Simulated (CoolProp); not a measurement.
n-pentane along the isotherm 527.5 K: Z from the reference equation and from simpler models built on Tc = 469.7 K, pc = 33.68 bar, ω = 0.251; each cubic takes its own stable root.

Values from CoolProp's reference Helmholtz-energy equation of state, Thol 2019.

```
p (bar)          phase  reference
-------  -------------  ---------
24.1               gas     0.8195
48.1     supercritical     0.5928
72.2     supercritical     0.4409
96.2     supercritical     0.4706
120      supercritical     0.5321
144      supercritical     0.6006
168      supercritical     0.6707
192      supercritical     0.7409
216      supercritical     0.8108
241      supercritical     0.8831
265      supercritical     0.9518
289      supercritical      1.020
313      supercritical      1.087
337      supercritical      1.154
```

Question: How far does each simpler model (van der Waals, Redlich-Kwong, Soave-Redlich-Kwong, Peng-Robinson) lie from the reference over these 14 states: mean and median of the absolute difference, and the worst?

Answer: 
- van der Waals: mean 24.6 %, median 29.3 %, worst +32.0 % at 527.5 K and 337 bar
- Redlich-Kwong: mean 5.3 %, median 5.1 %, worst +8.4 % at 527.5 K and 96.2 bar
- Soave-Redlich-Kwong: mean 8.4 %, median 7.5 %, worst +16.2 % at 527.5 K and 72.2 bar
- Peng-Robinson: mean 3.3 %, median 3.2 %, worst +8.2 % at 527.5 K and 72.2 bar
